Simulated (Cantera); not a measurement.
An isothermal, constant-pressure homogeneous reactor starts with CO : O2 : H2O : N2 = 0.0024 : 0.025 : 0.04 : 1 (molar parts), equivalence ratio 0.048, at 1023 K and 1.00 bar.

Cantera simulation using GRI-Mech 3.0 (53 species, 325 reactions); the numbers are that mechanism's predictions, not measurements.

x: mole fraction; the columns are a selection and need not sum to one.

| t (s) | x CO | x O2 | x H2O | x O | x NO2 | x CO2 | x OH |
|---|---|---|---|---|---|---|---|
| 4.00e-6 | 0.00225 | 0.0234 | 0.0375 | <1e-12 | <1e-12 | <1e-12 | <1e-12 |
| 3.36e-5 | 0.00225 | 0.0234 | 0.0375 | 3.11e-12 | <1e-12 | 3.22e-12 | <1e-12 |
| 0.000283 | 0.00225 | 0.0234 | 0.0375 | 2.29e-11 | <1e-12 | 3.25e-11 | 8.36e-12 |
| 0.00238 | 0.00225 | 0.0234 | 0.0375 | 2.50e-10 | <1e-12 | 1.41e-9 | 2.07e-10 |
| 0.0200 | 0.00224 | 0.0234 | 0.0375 | 5.23e-7 | <1e-12 | 1.25e-5 | 6.00e-7 |
| 0.168 | … | 0.0230 | 0.0375 | 6.11e-7 | 1.01e-11 | 0.000854 | 1.07e-6 |
| 1.41 | … | 0.0224 | 0.0375 | 4.02e-8 | 7.73e-11 | 0.00206 | 3.40e-7 |
| 11.9 | … | 0.0223 | 0.0375 | 3.94e-10 | 1.01e-10 | 0.00224 | 6.55e-8 |
| 100 | 4.41e-12 | 0.0223 | 0.0375 | 5.74e-11 | 1.72e-12 | 0.00225 | 6.93e-8 |

**Question.** Fill in the missing entries.

**Answer.** 
- 0.168, x CO: 0.00140
- 1.41, x CO: 0.000189
- 11.9, x CO: 6.87e-6
